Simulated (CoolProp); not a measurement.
Saturated liquid density (kg/m³) of C3F8 (R218): the reference equation beside estimates from Tc = 71.9 °C, pc = 2.640 MPa, ω = 0.317. Rackett uses Z = 0.29056 − 0.08775 ω.

The numbers come from the reference Helmholtz-energy equation of state, Lemmon 2006 in CoolProp. It is a short technical equation, of lower accuracy than the large ones.

| T (°C) | reference | Rackett | van der Waals | Redlich-Kwong | Soave-Redlich-Kwong |
|---|---|---|---|---|---|
| -31.95 | 1592 | 1700 | 988.5 | 1433 | 1507 |
| -28.15 | 1577 | 1683 | 978.9 | [?] | 1491 |
| -24.25 | 1561 | 1666 | 968.9 | 1398 | 1474 |
| -20.35 | 1545 | 1648 | 958.6 | 1380 | 1456 |
| -16.55 | [?] | 1630 | 948.4 | 1362 | 1439 |
| -12.65 | 1512 | 1611 | 937.6 | 1343 | 1420 |
| -8.75 | 1495 | 1592 | 926.6 | 1323 | [?] |
| -4.95 | 1478 | 1572 | 915.5 | [?] | 1381 |
| -1.05 | 1460 | 1552 | 903.9 | 1282 | 1360 |
| 2.75 | 1442 | 1532 | [?] | 1261 | 1339 |

Question: Complete the blanks.

Answer: 
- -28.15, Redlich-Kwong: 1416
- -16.55, reference: 1529
- -8.75, Soave-Redlich-Kwong: 1401
- -4.95, Redlich-Kwong: 1303
- 2.75, van der Waals: 892.2

Absolute difference from the reference over all 10 rows, mean and median: Rackett 6.5 and 6.6 %, van der Waals 38.0 and 38.0 %, Redlich-Kwong 11.2 and 11.0 %, Soave-Redlich-Kwong 6.1 and 6.0 %.
